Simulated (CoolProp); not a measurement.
Saturation properties of water (Tc = 647.1 K, pc = 22.06 MPa, ω = 0.344).

Model: reference Helmholtz-energy equation of state, Wagner 2002, in CoolProp.

```
T (K)  p (MPa)  vapour density (kg/m³)  liquid cp (kJ/(kg K))  liquid viscosity (µPa s)  vapour viscosity (µPa s)
-----  -------  ----------------------  ---------------------  ------------------------  ------------------------
396.4   0.2200                   1.234                  4.249                       225                      13.0
415.5   0.3862                   2.093                  4.288                       193                      13.7
434.6        …                   3.375                  4.340                       169                      14.4
453.6    1.013                   5.210                  4.407                       150                      15.0
472.7    1.540                   7.790                      …                       135                         …
491.7    2.256                   11.30                      …                       123                      16.3
510.8    3.211                   16.06                      …                       112                         …
529.8    4.442                   22.39                  4.945                       103                      17.7
548.9    6.015                   30.90                  5.214                      95.2                      18.4
567.9    7.971                   42.33                  5.607                      87.8                      19.3
587      10.39                       …                  6.242                      80.6                      20.4
606.1    13.35                   81.28                  7.436                      73.2                      21.8
625.1    16.93                   118.6                  10.71                      64.8                      24.0
```

Task: Some entries are withheld; supply them.

Result: 
- 434.6, p (MPa): 0.6414
- 472.7, liquid cp (kJ/(kg K)): 4.494
- 472.7, vapour viscosity (µPa s): 15.7
- 491.7, liquid cp (kJ/(kg K)): 4.605
- 510.8, liquid cp (kJ/(kg K)): 4.751
- 510.8, vapour viscosity (µPa s): 17.0
- 587, vapour density (kg/m³): 58.20

It boils at 373.1 K under 1 atm.

Viscosity comes from a separate model (Huber 2009).
